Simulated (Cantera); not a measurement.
A Cantera script and its output.

```python
import numpy as np
import cantera as ct

gas = ct.Solution("gri30.yaml")
gas.TPX = 1325, 1000000, {'CH2O': 0.004, 'O2': 0.026, 'N2': 1}
reactor = ct.IdealGasConstPressureReactor(gas, energy="off", clone=False)
net = ct.ReactorNet([reactor])
net.rtol, net.atol = 1e-08, 1e-18
show = ['CH2O', 'O2', 'HCO', 'NO2', 'CO', 'HO2', 'CH3']
times = np.geomspace(1e-06, 10, 9)

steps = ct.SolutionArray(gas, extra=["t"])
rows = []
print(f"{'t/s':>10s}{'T/K':>9s}{'P/Pa':>11s}" + "".join(f"{s:>11s}" for s in show))
for t in times:
    while net.time < t:
        t_next = net.step()
        steps.append(gas.state, t=t_next)
    rows.append([np.interp(t, steps.t, y) for y in (steps.T, steps.P, *steps(*show).X.T)])
    print(f"{t:10.3e}{rows[-1][0]:9.1f}{rows[-1][1]:11.4g}" + "".join(f"{x:11.3e}" for x in rows[-1][2:]))
rate = np.gradient(steps.T, steps.t)
print("integrator steps:", len(steps.t))
if steps.T.max() > steps.T[0] + 200:
    print(f"time of steepest temperature rise: {steps.t[rate.argmax()]:.4e} s")
gas.TPX = 1325, 1000000, {'CH2O': 0.004, 'O2': 0.026, 'N2': 1}
gas.equilibrate("TP")
print(f"equilibrium (TP): T = {gas.T:.1f} K  " + "  ".join(f"{s} {gas[s].X[0]:.3e}" for s in show))
```

Output:

```
       t/s      T/K       P/Pa       CH2O         O2        HCO        NO2         CO        HO2        CH3
 1.000e-06   1325.0      1e+06  3.883e-03  2.524e-02  9.343e-09  3.478e-22  3.550e-07  4.305e-07  3.176e-15
 7.499e-06   1325.0      1e+06  3.879e-03  2.524e-02  1.990e-08  9.235e-19  4.650e-06  3.932e-06  1.987e-13
 5.623e-05   1325.0      1e+06  3.393e-03  2.498e-02  6.210e-07  9.457e-14  4.876e-04  1.034e-04  1.241e-10
 4.217e-04   1325.0      1e+06  2.330e-11  2.296e-02  1.045e-10  4.391e-10  3.175e-03  1.202e-05  2.549e-12
 3.162e-03   1325.0      1e+06  2.939e-13  2.210e-02  8.146e-12  5.125e-09  1.537e-03  4.663e-06  3.846e-17
 2.371e-02   1325.0      1e+06  1.484e-16  2.139e-02  1.412e-14  1.768e-08  7.288e-05  4.186e-07 -8.644e-20
 1.778e-01   1325.0      1e+06 -9.666e-20  2.136e-02  4.216e-20  1.494e-09  4.766e-08  3.858e-09  5.630e-19
 1.334e+00   1325.0      1e+06  1.116e-23  2.136e-02  1.314e-21  1.246e-09  2.114e-09  2.983e-09  7.383e-28
 1.000e+01   1325.0      1e+06  1.116e-23  2.136e-02  1.314e-21  1.286e-09  2.114e-09  2.983e-09  5.907e-28
integrator steps: 1734
equilibrium (TP): T = 1325.0 K  CH2O 1.118e-23  O2 2.127e-02  HCO 1.318e-21  NO2 1.624e-06  CO 2.118e-09  HO2 2.974e-09  CH3 1.151e-36
```

Cantera simulation using GRI-Mech 3.0 (53 species, 325 reactions); the numbers are that mechanism's predictions, not measurements.
